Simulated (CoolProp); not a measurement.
A simple Rankine cycle with benzene: condensing at 323.15 K, boiler at 0.363 MPa, turbine inlet 416.2 K, turbine efficiency 0.65, pump efficiency 0.7, no recuperator. Each further row changes one setting.

Computed with CoolProp (reference Helmholtz-energy equation of state, Thol 2012).

| case | thermal efficiency (%) | net work (kJ/kg) | heat in (kJ/kg) | turbine exit temperature (K) | volume ratio over the turbine |
|---|---|---|---|---|---|
| as stated | 10.9 | … | 530 | 368.4 | 9.48 |
| turbine inlet 436.2 K | 10.9 | … | 562 | 389.2 | 9.45 |
| condensing temperature 315.15 K | … | 65.1 | 544 | 362.7 | 12.8 |
| boiler pressure 0.254 MPa | 9.4 | 50.3 | 534 | 376.7 | 6.62 |
| turbine efficiency 0.55 | … | 48.9 | 530 | 375.1 | … |

**Question.** Fill in the missing entries.

**Answer.** 
- as stated, net work (kJ/kg): 57.9
- turbine inlet 436.2 K, net work (kJ/kg): 61.4
- condensing temperature 315.15 K, thermal efficiency (%): 12.0
- turbine efficiency 0.55, thermal efficiency (%): 9.2
- turbine efficiency 0.55, volume ratio over the turbine: 9.65
